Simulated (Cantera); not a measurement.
A freely propagating, adiabatic, planar premixed flame of 17.4 % CH₃OH, 17.4 % O₂, 65.3 % N₂, unburnt at 475 K and 190000 Pa; mixture-averaged transport, grid criteria slope 0.08 and curve 0.16, no radiation.

Detailed kinetics in Cantera: GRI-Mech 3.0 (53 species, 325 reactions). GRI-Mech 3.0 was tuned for natural gas; its chemistry of methanol as a main component is partial and can be far from experiment. Burning velocities carry a grid error of a few per cent, more on coarse grids.

x: mole fraction of selected species; z is measured from the peak of heat release.

| z (mm) | T (K) | u (m/s) | x CH₃OH | x O₂ | x HCN | x CO | x CH₂ | x H₂ |
|---|---|---|---|---|---|---|---|---|
| -0.444 | 476 | 0.847 | 0.173 | 0.173 | <1e-8 | 2.73e-5 | <1e-8 | 0.00573 |
| -0.296 | 479 | 0.861 | 0.171 | 0.171 | <1e-8 | 0.000209 | <1e-8 | 0.0135 |
| -0.222 | 495 | 0.898 | 0.169 | 0.168 | <1e-8 | 0.000985 | <1e-8 | 0.0227 |
| -0.148 | 588 | 1.09 | 0.160 | 0.158 | (withheld) | 0.00606 | <1e-8 | 0.0387 |
| -0.0740 | 972 | 1.90 | 0.116 | 0.121 | (withheld) | 0.0331 | <1e-8 | 0.0613 |
| -0.0370 | 1330 | 2.70 | 0.0641 | 0.0841 | (withheld) | 0.0649 | 2.18e-7 | 0.0732 |
| 0 | 1688 | 3.57 | 0.0103 | 0.0457 | (withheld) | 0.103 | 1.36e-5 | 0.0794 |
| 0.0370 | 1826 | 3.89 | 0.000175 | 0.0231 | 8.54e-7 | 0.109 | 7.83e-6 | 0.0702 |
| 0.0740 | 1874 | 3.98 | 1.07e-6 | 0.0106 | 8.08e-7 | 0.101 | 1.67e-6 | 0.0626 |
| 0.148 | 1922 | 4.06 | 1.64e-8 | 0.00264 | (withheld) | 0.0907 | 9.42e-8 | 0.0604 |
| 0.296 | 1969 | 4.14 | <1e-8 | 0.000818 | (withheld) | 0.0842 | <1e-8 | 0.0629 |
| 0.592 | 2012 | 4.22 | <1e-8 | 0.000388 | (withheld) | 0.0832 | <1e-8 | 0.0642 |
| 1.18 | 2046 | 4.28 | <1e-8 | 0.000155 | (withheld) | 0.0839 | <1e-8 | 0.0646 |

**Question.** Fill in the missing entries.

**Answer.** 
- -0.148, x HCN: 1.82e-8
- -0.0740, x HCN: 1.40e-7
- -0.0370, x HCN: 3.09e-7
- 0, x HCN: 5.99e-7
- 0.148, x HCN: 5.29e-7
- 0.296, x HCN: 2.33e-7
- 0.592, x HCN: 7.64e-8
- 1.18, x HCN: 2.20e-8
